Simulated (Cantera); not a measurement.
Charge: 1 mol HI, 0.85 mol O₂, at 1098 K and 1000 Pa.

Equilibrium computed with Cantera from the NASA thermochemical tables; the gas is ideal and each condensed phase is pure. Candidate condensed phases: H₂O, I₂; 12 gas species. Equilibrium is a limit: real reactors are often held back by kinetics, nucleation or transport.

Base state: I 0.356, O₂ 0.308, H₂O 0.257, I₂ 0.0788, HI 0.000107 (mole fractions); condensed: gas only.

### Question
What changes in the equilibrium state with this change: temperature from 1098 K to 3100 K?

### Answer
```json
[
 {"species": "O", "before": "1.32e-8", "after": "0.365"},
 {"species": "I", "before": "0.356", "after": "0.299"},
 {"species": "H", "before": "<1e-9", "after": "0.234"},
 {"species": "O₂", "before": "0.308", "after": "0.0536"},
 {"species": "H₂O", "before": "0.257", "after": "0.00452"},
 {"species": "H₂", "before": "5.80e-9", "after": "0.0121"},
 {"species": "I₂", "before": "0.0788", "after": "8.94e-7"},
 {"species": "OH", "before": "3.67e-6", "after": "0.0312"},
 {"species": "HI", "before": "0.000107", "after": "0.000312"}
]
```

### Question
What changes in the equilibrium state with this change: O₂ from 0.85 to 2.7 mol?

### Answer
| species | before | after |
|---|---|---|
| O₂ | 0.308 | 0.637 |
| I | 0.356 | 0.207 |
| H₂O | 0.257 | 0.130 |
| I₂ | 0.0788 | 0.0266 |
| HI | 0.000107 | 3.68e-5 |
